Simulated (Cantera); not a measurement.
An adiabatic, constant-pressure homogeneous reactor starts with 6.50 % CH4, 0.292 % C2H6, 1.04 % C3H8, 17.5 % O2, 65.6 % N2, 8.45 % H2O, 0.611 % H2, at 1575 K and 6.80 bar.

Computed with Cantera and GRI-Mech 3.0 (53 species, 325 reactions). GRI-Mech 3.0 was tuned for natural gas; its chemistry of propane as a main component is partial and can be far from experiment.

x: mole fraction; the columns are a selection and need not sum to one.

```tsv
t (s)	T (K)	x CH4	x C2H6	x C3H8	x OH	x N2O	x CO2	x HCN
3.00e-6	1572	0.0644	0.00293	0.00946	1.42e-5	1.14e-9	3.71e-6	1.53e-12
7.33e-6	1577	0.0629	0.00332	0.00764	2.12e-5	3.98e-9	2.45e-5	1.54e-11
1.79e-5	1632	0.0548	0.00342	0.00273	7.43e-5	2.15e-8	0.000200	3.13e-10
4.38e-5	2832	<1e-12	<1e-12	<1e-12	0.0167	7.32e-7	0.0540	…
0.000107	2850	<1e-12	<1e-12	<1e-12	0.0159	7.69e-7	0.0550	…
0.000262	2845	<1e-12	<1e-12	<1e-12	0.0154	7.85e-7	0.0547	…
0.000641	2839	<1e-12	<1e-12	<1e-12	0.0149	8.33e-7	0.0544	7.54e-9
0.00157	2837	<1e-12	<1e-12	<1e-12	0.0148	8.51e-7	0.0543	8.19e-9
0.00383	2837	<1e-12	<1e-12	<1e-12	0.0148	8.51e-7	0.0543	8.20e-9
0.00936	2837	<1e-12	<1e-12	<1e-12	0.0148	8.51e-7	0.0543	8.20e-9
0.0229	2837	<1e-12	<1e-12	<1e-12	0.0148	8.51e-7	0.0543	8.20e-9
0.0560	2837	<1e-12	<1e-12	<1e-12	0.0148	8.51e-7	0.0543	8.20e-9
0.137	2837	<1e-12	<1e-12	<1e-12	0.0148	8.51e-7	0.0543	8.20e-9
0.335	2837	<1e-12	<1e-12	<1e-12	0.0148	8.51e-7	0.0543	8.20e-9
0.818	2837	<1e-12	<1e-12	<1e-12	0.0148	8.51e-7	0.0543	8.20e-9
2.00	2837	<1e-12	<1e-12	<1e-12	0.0148	8.51e-7	0.0543	8.20e-9
```

Question: Complete the blanks.

Answer: 
- 4.38e-5, x HCN: 1.50e-9
- 0.000107, x HCN: 2.93e-9
- 0.000262, x HCN: 5.14e-9
